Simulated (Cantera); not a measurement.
## Gas activation for diamond growth

A perfectly stirred reactor is fed with 4.32 % CH4, 91.9 % H2, 0.285 % H, 3.49 % H2O, at 11000 Pa; it is held at 2750 K, and followed from long to short residence time.

Cantera simulation using GRI-Mech 3.0 (53 species, 325 reactions); the numbers are that mechanism's predictions, not measurements.

```csv
τ (s),x CH4,x H2,x H,x CH3,x C2H6,x C2H,x C2H2
24,2.92e-6,0.783,0.184,1.15e-5,<1e-12,9.17e-5,0.00338
3.6,3.91e-6,0.784,0.183,1.54e-5,<1e-12,9.13e-5,0.00338
0.56,7.92e-6,0.787,0.180,3.04e-5,3.31e-12,8.94e-5,0.00337
0.085,2.52e-5,0.804,0.162,8.48e-5,3.05e-11,8.06e-5,0.00346
0.013,0.000188,0.862,0.102,0.000374,1.23e-9,6.23e-5,0.00455
0.0020,0.00135,0.897,0.0590,0.00150,4.18e-8,6.96e-5,0.00914
0.00030,0.00637,0.904,0.0393,0.00467,6.41e-7,6.07e-5,0.0121
```
x: mole fraction; the columns are a selection and need not sum to one.
